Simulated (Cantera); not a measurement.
**Adiabatic ignition**

An adiabatic, constant-volume homogeneous reactor starts with 39.7 % CO, 2.66 % H2, 12.1 % O2, 45.6 % N2, at 1750 K and 500000 Pa.

Model: GRI-Mech 3.0 (53 species, 325 reactions), integrated in Cantera. The hydrogen kinetics of GRI-Mech 3.0 are dated; newer H2 mechanisms differ, most at raised pressure. Above 3000 K some thermodynamic fits are extrapolated.

```json
[
 {"t (s)": "3.00e-6", "T (K)": "1792", "P (bar)": "5.11", "x CO": "0.386", "x H2": "0.0126", "x O2": "0.105", "x NO": "2.72e-7", "x HO2": "7.11e-5"},
 {"t (s)": "1.07e-5", "T (K)": "2700", "P (bar)": "7.33", "x CO": "0.283", "x H2": "0.00365", "x O2": "0.0353", "x NO": "0.000352", "x HO2": "9.64e-6"},
 {"t (s)": "3.82e-5", "T (K)": "3178", "P (bar)": "8.35", "x CO": "0.257", "x H2": "0.00332", "x O2": "0.0222", "x NO": "0.00575", "x HO2": "7.56e-6"},
 {"t (s)": "0.000136", "T (K)": "3170", "P (bar)": "8.32", "x CO": "0.258", "x H2": "0.00341", "x O2": "0.0195", "x NO": "0.0131", "x HO2": "6.82e-6"},
 {"t (s)": "0.000486", "T (K)": "3168", "P (bar)": "8.32", "x CO": "0.258", "x H2": "0.00342", "x O2": "0.0192", "x NO": "0.0139", "x HO2": "6.73e-6"},
 {"t (s)": "0.00173", "T (K)": "3168", "P (bar)": "8.32", "x CO": "0.258", "x H2": "0.00342", "x O2": "0.0192", "x NO": "0.0139", "x HO2": "6.73e-6"},
 {"t (s)": "0.00618", "T (K)": "3168", "P (bar)": "8.32", "x CO": "0.258", "x H2": "0.00342", "x O2": "0.0192", "x NO": "0.0139", "x HO2": "6.73e-6"},
 {"t (s)": "0.0220", "T (K)": "3168", "P (bar)": "8.32", "x CO": "0.258", "x H2": "0.00342", "x O2": "0.0192", "x NO": "0.0139", "x HO2": "6.73e-6"},
 {"t (s)": "0.0786", "T (K)": "3168", "P (bar)": "8.32", "x CO": "0.258", "x H2": "0.00342", "x O2": "0.0192", "x NO": "0.0139", "x HO2": "6.73e-6"},
 {"t (s)": "0.280", "T (K)": "3168", "P (bar)": "8.32", "x CO": "0.258", "x H2": "0.00342", "x O2": "0.0192", "x NO": "0.0139", "x HO2": "6.73e-6"},
 {"t (s)": "1.00", "T (K)": "3168", "P (bar)": "8.32", "x CO": "0.258", "x H2": "0.00342", "x O2": "0.0192", "x NO": "0.0139", "x HO2": "6.73e-6"}
]
```
x: mole fraction; the columns are a selection and need not sum to one.

| Property | Value |
|---|---|
| time of steepest temperature rise | 4.69 µs |
| temperature at 1.00 s | 3168 K |
| equilibrium temperature | 3168 K |
| x(CO) at 1.00 s | 0.258 (gas-phase equilibrium 0.258) |
| x(H2) at 1.00 s | 0.00342 (gas-phase equilibrium 0.00342) |
| x(O2) at 1.00 s | 0.0192 (gas-phase equilibrium 0.0192) |
